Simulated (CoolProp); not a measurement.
Computed with CoolProp (reference Helmholtz-energy equation of state, Penoncello 2003).

Task: For CHF3 (R23), give the phase and the cv (kJ/(kg K)), speed of sound (m/s), Prandtl number at -148.55 °C and 5.23 bar; 7.75 °C and 113 bar; 179.45 °C and 0.571 bar.

Result: 
- -148.55 °C and 5.23 bar: liquid; cv 0.766, speed of sound 1200, Prandtl number 7.71
- 7.75 °C and 113 bar: liquid; cv 0.763, speed of sound 453, Prandtl number 1.88
- 179.45 °C and 0.571 bar: gas; cv 0.818, speed of sound 248, Prandtl number 0.933

Viscosity comes from a separate model (Shan 2000). Thermal conductivity comes from a separate model (Shan 2000).
